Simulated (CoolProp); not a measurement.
R407C at 298.15 K and 1.91 MPa is throttled through a valve to 0.409 MPa with no heat exchange. Each further row changes one setting.

Model: reference Helmholtz-energy equation of state, Lemmon 2003, in CoolProp. It is a pseudo-pure fit of the blend.

```
case                       temperature change (K)                       final phase  final density (kg/m³)
-------------------------  ----------------------  --------------------------------  ---------------------
as stated                              (withheld)                        (withheld)             (withheld)
outlet pressure 0.123 MPa              (withheld)  two-phase, vapour fraction 0.368             (withheld)
outlet pressure 0.532 MPa              (withheld)                        (withheld)                    114
```

### Question
Some entries are withheld; supply them.

### Answer

- as stated, temperature change (K): -33.3
- as stated, final phase: two-phase, vapour fraction 0.227
- as stated, final density (kg/m³): 73.8
- outlet pressure 0.123 MPa, temperature change (K): -62.0
- outlet pressure 0.123 MPa, final density (kg/m³): 15.0
- outlet pressure 0.532 MPa, temperature change (K): -25.9
- outlet pressure 0.532 MPa, final phase: two-phase, vapour fraction 0.184
